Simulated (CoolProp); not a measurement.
Vapour-liquid equilibrium of carbon dioxide (1) + CHF3 (R23) (2) at 250.5 K; x and y are mole fractions of (1).

Model: multi-fluid Helmholtz-energy mixture model, Span 1996 and Penoncello 2003; pair parameters Bell 2016, in CoolProp.

Task: Give the bubble pressure and the first vapour's composition at x = 0.25, 0.35, 0.95. Is there an azeotrope?

Result: x = 0.25: 1459 kPa, y = 0.316; x = 0.35: 1525 kPa, y = 0.424; x = 0.95: 1802 kPa, y = 0.955. No azeotrope shows between x = 0.05 and 0.95.

Pair parameters are fitted to limited data, so mixtures are less certain than the pure fluids.
